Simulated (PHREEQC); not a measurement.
0.86 g of hydrous ferric oxide (600 m²/g; 0.2 weak and 0.005 strong sites per Fe, Dzombak-Morel constants, diffuse double layer) in 1 kg of water with 0.001 mol/kgw of an inert sodium salt and 0.0022 mol/kgw Na2HAsO4, at 25 °C; the pH is set by adding NaOH or the inert anion's acid. O2 is buffered at 0.21 atm. CO2 from the air is kept out. No solid was allowed to form.

Equilibrium calculation in PHREEQC: ion-association model, wateq4f.dat.

```json
[
 {"pH": "4", "As sorbed (%)": "86.9", "surface charge σ (C/m²)": "0.003", "surface potential ψ (mV)": "20"},
 {"pH": "4.38", "As sorbed (%)": "86.4", "surface charge σ (C/m²)": "(withheld)", "surface potential ψ (mV)": "7"},
 {"pH": "4.75", "As sorbed (%)": "85.6", "surface charge σ (C/m²)": "-0.001", "surface potential ψ (mV)": "-5"},
 {"pH": "5.12", "As sorbed (%)": "84.5", "surface charge σ (C/m²)": "-0.003", "surface potential ψ (mV)": "-19"},
 {"pH": "5.5", "As sorbed (%)": "82.9", "surface charge σ (C/m²)": "-0.006", "surface potential ψ (mV)": "(withheld)"},
 {"pH": "5.88", "As sorbed (%)": "(withheld)", "surface charge σ (C/m²)": "-0.009", "surface potential ψ (mV)": "-45"},
 {"pH": "6.25", "As sorbed (%)": "77.9", "surface charge σ (C/m²)": "-0.012", "surface potential ψ (mV)": "-58"},
 {"pH": "6.62", "As sorbed (%)": "74.1", "surface charge σ (C/m²)": "-0.016", "surface potential ψ (mV)": "(withheld)"},
 {"pH": "7", "As sorbed (%)": "(withheld)", "surface charge σ (C/m²)": "-0.020", "surface potential ψ (mV)": "-79"},
 {"pH": "7.38", "As sorbed (%)": "62.7", "surface charge σ (C/m²)": "-0.024", "surface potential ψ (mV)": "-87"},
 {"pH": "7.75", "As sorbed (%)": "56.2", "surface charge σ (C/m²)": "-0.027", "surface potential ψ (mV)": "(withheld)"},
 {"pH": "8.12", "As sorbed (%)": "49.9", "surface charge σ (C/m²)": "-0.029", "surface potential ψ (mV)": "-95"},
 {"pH": "8.5", "As sorbed (%)": "42.6", "surface charge σ (C/m²)": "-0.032", "surface potential ψ (mV)": "-99"},
 {"pH": "8.88", "As sorbed (%)": "33.1", "surface charge σ (C/m²)": "-0.037", "surface potential ψ (mV)": "-106"},
 {"pH": "9.25", "As sorbed (%)": "23.7", "surface charge σ (C/m²)": "-0.045", "surface potential ψ (mV)": "-114"},
 {"pH": "9.62", "As sorbed (%)": "16.7", "surface charge σ (C/m²)": "(withheld)", "surface potential ψ (mV)": "-124"},
 {"pH": "10", "As sorbed (%)": "12.1", "surface charge σ (C/m²)": "-0.067", "surface potential ψ (mV)": "-134"}
]
```

Fill in the missing entries.


- 4.38, surface charge σ (C/m²): 0.001
- 5.5, surface potential ψ (mV): -32
- 5.88, As sorbed (%): 80.7
- 6.62, surface potential ψ (mV): -69
- 7, As sorbed (%): 69.0
- 7.75, surface potential ψ (mV): -92
- 9.62, surface charge σ (C/m²): -0.055
